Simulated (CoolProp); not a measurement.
A single-stage vapour-compression cycle with CH3F (R41): evaporating at 198.15 K (dew point), condensing at 218.15 K (bubble point), superheat 8 K, subcooling 0 K, compressor efficiency 0.85, no pressure losses. Each further row changes one setting.

Model: reference Helmholtz-energy equation of state, Lemmon 2006, in CoolProp. It is a short technical equation, of lower accuracy than the large ones.

| case | cooling COP | pressure ratio | discharge temperature (K) | refrigerating effect (kJ/kg) | volumetric capacity (kJ/m³) |
|---|---|---|---|---|---|
| as stated | 7.41 | 2.60 | 265.9 | 451 | 1130 |
| evaporating temperature 203.15 K | 10.4 | 2.01 | 254.2 | 454 | 1450 |
| condensing temperature 213.15 K | 10.1 | 2.08 | 251.0 | 461 | 1160 |
| subcooling 5 K | 7.59 | 2.60 | 265.9 | 461 | 1160 |
| superheat 18 K | 7.20 | 2.60 | 279.0 | 462 | 1100 |
| compressor efficiency 0.75 | 6.54 | 2.60 | 273.0 | 451 | 1130 |
